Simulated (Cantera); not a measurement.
Feed: 1 mol CO, 2.2 mol H₂O, 20 mol H₂, held at 3048 K and 68.0 Pa.

Equilibrium computed with Cantera from the NASA thermochemical tables; the gas is ideal and each condensed phase is pure. Candidate condensed phases: C, C₆H₆, C₇H₈, C₈H₁₈, H₂O; 110 gas species. Rates play no part.

Base state: H 0.915, O 0.0454, CO 0.0214, H₂ 0.0171, OH 0.00139, O₂ 7.92e-5, H₂O 7.54e-5, CO₂ 1.26e-5 (mole fractions); condensed: gas only.

Question: What changes in the equilibrium state with this change: temperature from 3048 K to 2973.15 K?

Answer: 
| species | before | after |
|---|---|---|
| H | 0.915 | 0.905 |
| O | 0.0454 | 0.0450 |
| H₂ | 0.0171 | 0.0264 |
| OH | 0.00139 | 0.00213 |
| CO | 0.0214 | 0.0216 |
| H₂O | 7.54e-5 | 0.000191 |
| CO₂ | 1.26e-5 | 2.13e-5 |
| O₂ | 7.92e-5 | 0.000129 |

Question: What changes in the equilibrium state with this change: 0.12 mol H₂S added?

Answer: 
```
species   before    after
-------  -------  -------
H          0.915    0.913
O         0.0454   0.0451
CO        0.0214   0.0212
S              0  0.00250
H₂        0.0171   0.0170
SO             0  3.70e-5
O₂       7.92e-5  7.79e-5
CO₂      1.26e-5  1.24e-5
```
Further candidate phases: H₂SO₄, S.
